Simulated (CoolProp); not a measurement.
Vapour-liquid equilibrium of R22 (1) + dimethyl ether (2) at 62.25 °C; x and y are mole fractions of (1).

The numbers come from the multi-fluid Helmholtz-energy mixture model, Kamei 1995 and Wu 2011; pair parameters Bell 2016 in CoolProp.

Question: Give the bubble pressure and the first vapour's composition at x = 0.2, 0.35, 0.65. Is there an azeotrope?

Answer: x = 0.2: 1.490 MPa, y = 0.198; x = 0.35: 1.509 MPa, y = 0.378; x = 0.65: 1.771 MPa, y = 0.750. y crosses x between x = 0.2 and 0.35: the model has an azeotrope there.

The pair parameters rest on a limited set of measurements; away from them the model extrapolates.
